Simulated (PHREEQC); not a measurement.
Model water analysis in mmol/kgw, 20 °C, pH 6.84, pe 11.1:

| constituent | mmol/kgw |
|---|---|
| Na | 0.102 |
| K | 0.018 |
| Ca | 0.0437 |
| Mg | 0.0456 |
| Cl | 0.16 |
| S(6) | 0.0377 |
| Alkalinity (meq/kgw) | 0.0584 |
| O(0) (counted as O atoms) | 0.00205 |
| B | 0.000291 |
| Br | 6.52e-05 |
| Ni | 0.00133 |

Valence states are taken as typed.

Computed with PHREEQC (ion-association model, wateq4f.dat).

No solid was allowed to form.

**Question.** Order these Ni species by the share of Ni that they hold, largest first: NiHCO3+, NiSO4, NiCO3, Ni+2.

**Answer.** Ni+2 (89 %), NiCO3 (9.9 %), NiHCO3+ (0.65 %), NiSO4 (0.51 %)

**Question.** Order these C species by the share of C that they hold, largest first: HCO3-, CO2, NiCO3.

**Answer.** HCO3- (74 %), CO2 (25 %), NiCO3 (0.17 %)

The pH is 6.84 and the ionic strength 0.000423 mol/kgw. Species that the database lacks are ignored.
